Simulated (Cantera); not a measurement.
Equilibrium for chlorosilane synthesis and conversion: Si + HCl + H₂

A closed system holds: 1 mol Si, 5.2 mol HCl, 8.3 mol H₂, at 2.30 bar.

These are equilibrium values from Cantera (NASA tables, ideal gas, pure condensed phases), not measurements of a reactor. Candidate condensed phases: Si; 19 gas species. The tables' values for SiCl₃ are old estimates; treat these amounts as uncertain. The numbers say what is thermodynamically allowed, not how fast it happens.

```json
[
 {"T (°C)": "452", "x H₂": "0.824", "x HCl": "0.0962", "x SiCl₄": "0.0798", "x SiHCl₃": "0.000211", "x SiCl₃": "1.99e-8", "x SiCl₂": "1.22e-12", "x SiH₂Cl₂": "3.88e-8"},
 {"T (°C)": "527", "x H₂": "0.823", "x HCl": "0.0966", "x SiCl₄": "0.0794", "x SiHCl₃": "0.000612", "x SiCl₃": "3.08e-7", "x SiCl₂": "1.33e-10", "x SiH₂Cl₂": "3.81e-7"},
 {"T (°C)": "602", "x H₂": "0.823", "x HCl": "0.0975", "x SiCl₄": "0.0785", "x SiHCl₃": "0.00145", "x SiCl₃": "2.91e-6", "x SiCl₂": "6.25e-9", "x SiH₂Cl₂": "2.45e-6"},
 {"T (°C)": "677", "x H₂": "0.821", "x HCl": "0.0990", "x SiCl₄": "0.0770", "x SiHCl₃": "0.00293", "x SiCl₃": "1.88e-5", "x SiCl₂": "1.54e-7", "x SiH₂Cl₂": "1.13e-5"},
 {"T (°C)": "752", "x H₂": "0.819", "x HCl": "0.101", "x SiCl₄": "0.0747", "x SiHCl₃": "0.00518", "x SiCl₃": "8.99e-5", "x SiCl₂": "2.26e-6", "x SiH₂Cl₂": "3.99e-5"},
 {"T (°C)": "827", "x H₂": "0.815", "x HCl": "0.105", "x SiCl₄": "0.0713", "x SiHCl₃": "0.00819", "x SiCl₃": "0.000334", "x SiCl₂": "2.18e-5", "x SiH₂Cl₂": "0.000113"},
 {"T (°C)": "902", "x H₂": "0.811", "x HCl": "0.109", "x SiCl₄": "0.0669", "x SiHCl₃": "0.0117", "x SiCl₃": "0.00100", "x SiCl₂": "0.000147", "x SiH₂Cl₂": "0.000262"},
 {"T (°C)": "977", "x H₂": "0.804", "x HCl": "0.116", "x SiCl₄": "0.0610", "x SiHCl₃": "0.0151", "x SiCl₃": "0.00250", "x SiCl₂": "0.000731", "x SiH₂Cl₂": "0.000507"}
]
```
x: gas mole fraction; nothing condenses.

From 452 °C to 977 °C nothing is condensed. The main Si-bearing gas is SiCl₄ throughout.
